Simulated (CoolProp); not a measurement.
Vapour-liquid equilibrium of R113 (1) + n-heptane (2) at 58.45 °C; x and y are mole fractions of (1).

Values from CoolProp's multi-fluid Helmholtz-energy mixture model, Marx 1992 and Span 2003; pair parameters Bell 2016.

Give the bubble pressure and the first vapour's composition at x = 0.5, 0.8, 0.95. Is there an azeotrope?

x = 0.5: 92.38 kPa, y = 0.840; x = 0.8: 122.8 kPa, y = 0.942; x = 0.95: 138.0 kPa, y = 0.985. No azeotrope shows between x = 0.05 and 0.95.

The pair parameters rest on a limited set of measurements; away from them the model extrapolates.
